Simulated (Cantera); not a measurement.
**Adiabatic ignition**

An adiabatic, constant-volume homogeneous reactor starts with 2.97 % C₃H₈, 20.4 % O₂, 76.7 % N₂, equivalence ratio 0.73, at 975 K and 100000 Pa.

Cantera simulation using GRI-Mech 3.0 (53 species, 325 reactions); the numbers are that mechanism's predictions, not measurements. GRI-Mech 3.0 was tuned for natural gas; its chemistry of propane as a main component is partial and can be far from experiment. Below about 1000 K GRI-Mech 3.0 lacks low-temperature oxidation paths.

```tsv
t (s)	T (K)	P (bar)	x C₃H₈	x O₂	x CO₂	x CO	x NO
1.00e-5	975	1.00	0.0297	0.204	<1e-12	<1e-12	<1e-12
2.43e-5	975	1.00	0.0297	0.204	<1e-12	<1e-12	<1e-12
5.89e-5	975	1.00	0.0297	0.204	<1e-12	<1e-12	<1e-12
0.000143	975	1.00	0.0297	0.204	<1e-12	<1e-12	<1e-12
0.000347	975	1.00	0.0297	0.204	<1e-12	<1e-12	<1e-12
0.000843	975	1.000	0.0297	0.204	<1e-12	<1e-12	<1e-12
0.00205	975	1.000	0.0297	0.204	<1e-12	8.51e-12	<1e-12
0.00497	975	1.000	0.0297	0.204	6.18e-12	2.10e-10	<1e-12
0.0121	975	1.00	0.0297	0.204	8.44e-11	4.99e-9	<1e-12
0.0293	975	1.00	0.0297	0.204	4.28e-10	6.05e-8	<1e-12
0.0711	975	1.00	0.0296	0.204	1.48e-9	4.95e-7	<1e-12
0.173	975	1.00	0.0295	0.203	5.26e-9	3.69e-6	<1e-12
0.419	975	1.00	0.0290	0.203	3.94e-8	3.18e-5	<1e-12
1.02	2621	2.81	<1e-12	0.0498	0.0722	0.0132	0.0132
2.47	2621	2.81	<1e-12	0.0498	0.0722	0.0132	0.0132
6.00	2621	2.81	<1e-12	0.0498	0.0722	0.0132	0.0132
```
x: mole fraction; the columns are a selection and need not sum to one.

```
Item                                                               Value
---------------------------------  -------------------------------------
time of steepest temperature rise                                0.989 s
temperature at 6.00 s                                             2621 K
equilibrium temperature                                           2621 K
x(C₃H₈) at 6.00 s                  <1e-12 (gas-phase equilibrium <1e-12)
x(O₂) at 6.00 s                    0.0498 (gas-phase equilibrium 0.0498)
x(CO₂) at 6.00 s                   0.0722 (gas-phase equilibrium 0.0722)
```
